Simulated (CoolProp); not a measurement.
Model: reference Helmholtz-energy equation of state, Akasaka 2023, in CoolProp.

Q: For R1224YDZ, give the phase and the Joule-Thomson coefficient (K/MPa), expansivity (1/kK) at 201.5 K and 9.8 MPa.

A: 
- 201.5 K and 9.8 MPa: liquid; Joule-Thomson coefficient -0.438, expansivity 1.41
